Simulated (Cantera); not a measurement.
# Thermodynamics of calcination and drying, feed Mg(OH)₂ + H₂ + CO₂

Charge: 1 mol Mg(OH)₂, 2.9 mol H₂, 4.9 mol CO₂.

These are equilibrium values from Cantera (NASA tables, ideal gas, pure condensed phases), not measurements of a reactor. Candidate condensed phases: C, C₆H₆, C₇H₈, C₈H₁₈, H₂O, Mg, MgCO₃, MgO, Mg(OH)₂; 116 gas species. Rates play no part.

Stable condensed phases:

```
T in K \ P in Pa
              10      52     270    1400    7200   37000  190000 1000000
   1298        A       A       A       A       A       A       A       A
   1248        A       A       A       A       A       A       A       A
   1198        A       A       A       A       A       A       A       A
   1148        A       A       A       A       A       A       A       A
   1098        A       A       A       A       A       A       A       A
   1048        A       A       A       A       A       A       A       A
    998        A       A       A       A       A       A       A       A
    948        A       A       A       A       A       A       A       A
    898        A       A       A       A       A       A       A       A
    848        A       A       A       A       A       A       A       B
    798        A       A       A       A       A       A       B       B
    748        A       A       A       A       A       B       B       B
    698        A       A       A       A       B       B       B       C
```

A: MgO; B: C + MgO; C: C + MgCO₃.
